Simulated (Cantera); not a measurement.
Input: 1 mol Si, 0.027 mol H2O, 2.8 mol CO, at 1 atm.

These are equilibrium values from Cantera (NASA tables, ideal gas, pure condensed phases), not measurements of a reactor. Candidate condensed phases: C, C6H6, C7H8, C8H18, H2O, Si, SiC, SiO2; 123 gas species. The tables hold silica as quartz up to 1696 K and as liquid above; real silica turns to tridymite and cristobalite and melts near 1996 K. The numbers say what is thermodynamically allowed, not how fast it happens.

Task: Which condensed phases are stable at each of these points (T (K)): 1373, 1423, 1473, 1523, 1573, 1623, 1673, 1723, 1773?

Result: 
| T (K) | condensed phases | Si condensed (%) |
|---|---|---|
| 1373 | C(graphite) + SiO2(β-quartz) | 100.0 |
| 1423 | C(graphite) + SiO2(β-quartz) | 100.0 |
| 1473 | C(graphite) + SiO2(β-quartz) | 100.0 |
| 1523 | C(graphite) + SiO2(β-quartz) | 100.0 |
| 1573 | C(graphite) + SiO2(β-quartz) | 100.0 |
| 1623 | C(graphite) + SiO2(β-quartz) | 100.0 |
| 1673 | C(graphite) + SiO2(β-quartz) | 100.0 |
| 1723 | C(graphite) + SiO2(condensed) | 99.9 |
| 1773 | C(graphite) + SiO2(condensed) | 99.7 |

From 1373 K to 1673 K the condensed part is C(graphite) + SiO2(β-quartz). From 1723 K to 1773 K the condensed part is C(graphite) + SiO2(condensed).
